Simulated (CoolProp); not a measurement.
Vapour-liquid equilibrium of n-heptane (1) + n-dodecane (2) at 357.8 K; x and y are mole fractions of (1).

The numbers come from the multi-fluid Helmholtz-energy mixture model, Span 2003 and Lemmon 2004; pair parameters Bell 2016 in CoolProp.

Question: Give the bubble pressure and the first vapour's composition at x = 0.25, 0.35, 0.85. Is there an azeotrope?

Answer: x = 0.25: 17.21 kPa, y = 0.958; x = 0.35: 24.06 kPa, y = 0.974; x = 0.85: 56.59 kPa, y = 0.997. No azeotrope shows between x = 0.05 and 0.95.

The pair parameters rest on a limited set of measurements; away from them the model extrapolates. The gap from Raoult's law changes sign with composition, which may be real or a fault of the pair parameters; it wasn't checked against measurements.
